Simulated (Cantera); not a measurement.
Input: 1 mol SiC, 2.3 mol N₂O, 270 mol H₂, held at 0.100 bar.

Equilibrium computed with Cantera from the NASA thermochemical tables; the gas is ideal and each condensed phase is pure. Candidate condensed phases: C, C₆H₆, C₇H₈, C₈H₁₈, H₂O, Si, SiC, SiO₂, Si₂N₂O, Si₃N₄; 151 gas species. Mutual solubility and eutectic melting of coexisting phases are not modelled. The tables hold silica as quartz up to 1696 K and as liquid above; real silica turns to tridymite and cristobalite and melts near 1996 K. Equilibrium is a limit: real reactors are often held back by kinetics, nucleation or transport.

Problem. What share of the Si ends up in condensed phases as a function of T (K), at 1525, 1600, 1675, 1750, 1825, 1900, 1975, 2050?

Solution. 
```json
[
 {"T (K)": "1525", "Si condensed (%)": "87.2", "as": "SiO₂(β-quartz) + Si₂N₂O(s)"},
 {"T (K)": "1600", "Si condensed (%)": "27.4", "as": "SiO₂(β-quartz)"},
 {"T (K)": "1675", "Si condensed (%)": "16.1", "as": "SiO₂(β-quartz)"},
 {"T (K)": "1750", "Si condensed (%)": "0.0", "as": "-"},
 {"T (K)": "1825", "Si condensed (%)": "0.0", "as": "-"},
 {"T (K)": "1900", "Si condensed (%)": "0.0", "as": "-"},
 {"T (K)": "1975", "Si condensed (%)": "0.0", "as": "-"},
 {"T (K)": "2050", "Si condensed (%)": "0.0", "as": "-"}
]
```
